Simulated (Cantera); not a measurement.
A Cantera script and what it prints.

```python
import numpy as np
import cantera as ct

gas_names = [...]  # 109 gases of nasa_gas.yaml made of C, Cl, H, Si
cond_names = """
    C(gr) C6H6(L) C7H8(L) C8H18(L),n-octa Si(cr) Si(L) SiC(b)
""".split()


# ... load() reads the species with a 1 bar reference pressure and builds the phases ...
atoms = {
    'CH3SiCl3': {'C': 1, 'H': 3, 'Si': 1, 'CL': 3},
    'H2': {'H': 2},
}
top_T = {'C(gr)': 4500, 'SiC(b)': 3050}  # K; cautious upper limits of use, not melting points


# ... equilibrate(T, P, feed) seeds the gas with the atoms and calls Mixture.equilibrate('TP', solver="vcs", rtol=1e-11, max_steps=5000) ...
results = []
feed = {'CH3SiCl3': 1, 'H2': 1.6}  # mol
P = 6000  # Pa
for T in [1123, 1273, 1423, 1573, 1723, 1873, 2023]:
    mix = equilibrate(T, P, feed)
    results.append((T, P, feed, dict(zip(mix.species_names, mix.species_moles))))
    x = sorted(zip(gas.X, gas.species_names), reverse=True)
    print(f"T = {T:g} K  P = {P:g} Pa  gas = {mix.phase_moles(0):.4g} mol")
    print("   x: " + "  ".join(f"{s} {v:.3e}" for v, s in x if v > 1e-05))
    print("   condensed (mol): " + ("  ".join(f"{mix.phase(i).name} {mix.phase_moles(i):.4g}"
          for i in range(1, mix.n_phases) if mix.phase_moles(i) > 1e-12) or "none"))
```

Output:

```
T = 1123 K  P = 6000 Pa  gas = 4.129 mol
   x: H2 6.098e-01  HCL 2.752e-01  SiCL4 1.085e-01  SiHCL3 4.121e-03  SiCL3 1.529e-03  CH4 6.548e-04  SiCL2 2.677e-04  SiH2CL2 1.918e-05
   condensed (mol): C(gr) 0.4696  SiC(b) 0.5277
T = 1273 K  P = 6000 Pa  gas = 4.308 mol
   x: H2 5.080e-01  HCL 4.196e-01  SiCL4 6.226e-02  SiCL3 4.673e-03  SiHCL3 3.012e-03  SiCL2 2.299e-03  CH4 1.454e-04  SiH2CL2 2.017e-05
   condensed (mol): C(gr) 0.3107  SiC(b) 0.6887
T = 1423 K  P = 6000 Pa  gas = 4.459 mol
   x: HCL 5.198e-01  H2 4.344e-01  SiCL4 2.596e-02  SiCL2 9.946e-03  SiCL3 8.078e-03  SiHCL3 1.684e-03  CH4 4.313e-05  H 1.787e-05  CL 1.752e-05  SiH2CL2 1.666e-05
   condensed (mol): C(gr) 0.2035  SiC(b) 0.7963
T = 1573 K  P = 6000 Pa  gas = 4.544 mol
   x: HCL 5.539e-01  H2 4.047e-01  SiCL2 2.455e-02  SiCL3 8.341e-03  SiCL4 7.452e-03  SiHCL3 7.218e-04  CL 1.149e-04  H 1.056e-04  CH4 1.803e-05  SiH2CL2 1.153e-05
   condensed (mol): C(gr) 0.1865  SiC(b) 0.8133
T = 1723 K  P = 6000 Pa  gas = 4.578 mol
   x: HCL 5.436e-01  H2 4.049e-01  SiCL2 4.208e-02  SiCL3 6.335e-03  SiCL4 1.790e-03  CL 4.927e-04  H 4.737e-04  SiHCL3 2.745e-04  C2H2,acetylene 3.664e-05
   condensed (mol): C(gr) 0.2308  SiC(b) 0.7688
T = 1873 K  P = 6000 Pa  gas = 4.595 mol
   x: HCL 5.165e-01  H2 4.153e-01  SiCL2 5.975e-02  SiCL3 4.353e-03  H 1.698e-03  CL 1.600e-03  SiCL4 4.483e-04  C2H2,acetylene 1.296e-04  SiHCL3 1.074e-04  SiCL 5.469e-05
   condensed (mol): C(gr) 0.2962  SiC(b) 0.7026
T = 2023 K  P = 6000 Pa  gas = 4.615 mol
   x: HCL 4.837e-01  H2 4.269e-01  SiCL2 7.620e-02  H 5.066e-03  CL 4.262e-03  SiCL3 2.931e-03  C2H2,acetylene 3.814e-04  SiCL 2.732e-04  SiCL4 1.252e-04  Si 5.655e-05  SiHCL3 4.507e-05
   condensed (mol): C(gr) 0.364  SiC(b) 0.6324
```

Method: chemical equilibrium by Gibbs-energy minimisation in Cantera with the NASA 1993 tables (ideal gas, pure condensed phases). The feed counts by its element totals alone. The tables' values for SiCl3, SiCl are old estimates; treat these amounts as uncertain.
